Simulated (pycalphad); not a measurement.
# Effect of Mn content in Al-Mn-Si

CALPHAD calculation (pycalphad, COST 507 light-alloy database (1999)), 1 atm. The database dates from 1999; later assessments differ in places, in temperatures and in the compounds included. Phase fractions are per mole of atoms.

```json
[
 {"alloy": "Al-0.68Mn-10.88Si (at.%)", "liquidus (°C)": "___", "first solid": "ALMNSI_ALPHA", "solidus (°C)": "576", "phases at 302 °C": "___"},
 {"alloy": "Al-1.37Mn-10.88Si (at.%)", "liquidus (°C)": "688", "first solid": "ALMNSI_ALPHA", "solidus (°C)": "576", "phases at 302 °C": "fcc 0.82, diamond (Si) 0.10, ALMNSI_ALPHA 0.08"},
 {"alloy": "Al-2.05Mn-10.88Si (at.%)", "liquidus (°C)": "714", "first solid": "ALMNSI_ALPHA", "solidus (°C)": "576", "phases at 302 °C": "fcc 0.79, ALMNSI_ALPHA 0.12, diamond (Si) 0.09"},
 {"alloy": "Al-2.73Mn-10.88Si (at.%)", "liquidus (°C)": "733", "first solid": "ALMNSI_ALPHA", "solidus (°C)": "576", "phases at 302 °C": "fcc 0.75, ALMNSI_ALPHA 0.16, diamond (Si) 0.09"},
 {"alloy": "Al-4.1Mn-10.88Si (at.%)", "liquidus (°C)": "774", "first solid": "ALMNSI_BETA", "solidus (°C)": "576", "phases at 302 °C": "fcc 0.68, ALMNSI_ALPHA 0.24, diamond (Si) 0.08"},
 {"alloy": "Al-10.92Mn-10.88Si (at.%)", "liquidus (°C)": "894", "first solid": "ALMNSI_BETA", "solidus (°C)": "576", "phases at 302 °C": "ALMNSI_ALPHA 0.63, fcc 0.34, diamond (Si) 0.03"}
]
```

Question: What belongs in the gaps?

Answer: 
- Al-0.68Mn-10.88Si (at.%), liquidus (°C): 648
- Al-0.68Mn-10.88Si (at.%), phases at 302 °C: fcc 0.86, diamond (Si) 0.10, ALMNSI_ALPHA 0.04

Database names, with the compositions (at.%) that they take in these runs: ALMNSI_ALPHA: Al 70 Mn 17 Si 12; ALMNSI_BETA: Al 63 Mn 23 Si 13.
